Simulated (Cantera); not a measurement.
A freely propagating, adiabatic, planar premixed flame of H2 : O2 : N2 : H2O = 1 : 0.633 : 2.53 : 0.4 (molar parts), equivalence ratio 0.79, unburnt at 625 K and 1.70 bar; mixture-averaged transport, grid criteria slope 0.08 and curve 0.16, no radiation.

Model: the H2/O2 subset of GRI-Mech 3.0, which has no nitrogen chemistry, integrated in Cantera. Burning velocities carry a grid error of a few per cent, more on coarse grids.

Problem. What does this change do: H2O 0.4 to 0.51 parts?

Solution. 
```json
[
 {"quantity": "laminar burning velocity", "before": "461 cm/s", "after": "421 cm/s"},
 {"quantity": "thermal thickness", "before": "0.219 mm", "after": "0.217 mm"},
 {"quantity": "peak x(H2O2)", "before": "4.17e-5", "after": "4.65e-5"},
 {"quantity": "peak x(OH)", "before": "0.0128", "after": "0.0119"},
 {"quantity": "peak x(H)", "before": "0.0194", "after": "0.0168"}
]
```

Problem. What does this change do: O2 0.633 to 0.82 parts?

Solution. 
```
quantity                    before     after
------------------------  --------  --------
laminar burning velocity  461 cm/s  433 cm/s
thermal thickness         0.219 mm  0.196 mm
peak x(H2O2)               4.17e-5   5.16e-5
peak x(OH)                  0.0128    0.0137
peak x(H)                   0.0194    0.0145
```
Lean hydrogen flames are cellular in practice and burn faster than this planar one.
